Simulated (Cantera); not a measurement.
## Thermodynamics of boron, boron nitride and boron oxide, feed BF3 + O2 + H2O

Charge: 1 mol BF3, 0.42 mol O2, 3.4 mol H2O, at 10.0 Torr.

These are equilibrium values from Cantera (NASA tables, ideal gas, pure condensed phases), not measurements of a reactor. Candidate condensed phases: B, B2O3, B3O3H3, H2O; 43 gas species. Equilibrium is a limit: real reactors are often held back by kinetics, nucleation or transport.

From 1748 K to 2098 K nothing is condensed. The main B-bearing gas is BOF throughout.

```json
[
 {"T (K)": "1748", "x HF": "0.388", "x H2O": "0.366", "x BOF": "0.126", "x O2": "0.0716", "x HBO2": "0.0446", "x OH": "0.00215"},
 {"T (K)": "1798", "x HF": "0.389", "x H2O": "0.365", "x BOF": "0.125", "x O2": "0.0714", "x HBO2": "0.0449", "x OH": "0.00292"},
 {"T (K)": "1848", "x HF": "0.389", "x H2O": "0.363", "x BOF": "0.125", "x O2": "0.0712", "x HBO2": "0.0452", "x OH": "0.00391"},
 {"T (K)": "1898", "x HF": "0.390", "x H2O": "0.361", "x BOF": "0.124", "x O2": "0.0710", "x HBO2": "0.0453", "x OH": "0.00516"},
 {"T (K)": "1948", "x HF": "0.390", "x H2O": "0.359", "x BOF": "0.124", "x O2": "0.0707", "x HBO2": "0.0454", "x OH": "0.00669"},
 {"T (K)": "1998", "x HF": "0.390", "x H2O": "0.356", "x BOF": "0.123", "x O2": "0.0704", "x HBO2": "0.0454", "x OH": "0.00856"},
 {"T (K)": "2048", "x HF": "0.389", "x H2O": "0.352", "x BOF": "0.122", "x O2": "0.0701", "x HBO2": "0.0452", "x OH": "0.0108"},
 {"T (K)": "2098", "x HF": "0.388", "x H2O": "0.347", "x BOF": "0.122", "x O2": "0.0698", "x HBO2": "0.0449", "x OH": "0.0135"}
]
```
x: gas mole fraction; nothing condenses.
